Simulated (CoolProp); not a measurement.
A simple Rankine cycle with R152A: condensing at 297.15 K, boiler at 2.7 MPa, turbine inlet 400.1 K, turbine efficiency 0.7, pump efficiency 0.6, no recuperator. Each further row changes one setting.

The numbers come from the reference Helmholtz-energy equation of state, Outcalt 1996 in CoolProp. It is a modified Benedict-Webb-Rubin equation, recast in Helmholtz form.

| case | thermal efficiency (%) | net work (kJ/kg) | heat in (kJ/kg) | turbine exit temperature (K) | volume ratio over the turbine |
|---|---|---|---|---|---|
| as stated | 10.1 | 37.6 | 371 | 340.2 | ? |
| turbine inlet 420.1 K | 10.3 | ? | 403 | 362.6 | 4.60 |
| condensing temperature 289.15 K | 11.4 | 43.8 | ? | 332.5 | 5.95 |
| boiler pressure 1.89 MPa | 8.3 | 32.1 | 387 | 357.4 | 3.20 |
| turbine efficiency 0.6 | 8.5 | 31.7 | 371 | 345.0 | 4.79 |

### Question
Fill in the missing entries.

### Answer

- as stated, volume ratio over the turbine: 4.70
- turbine inlet 420.1 K, net work (kJ/kg): 41.6
- condensing temperature 289.15 K, heat in (kJ/kg): 385
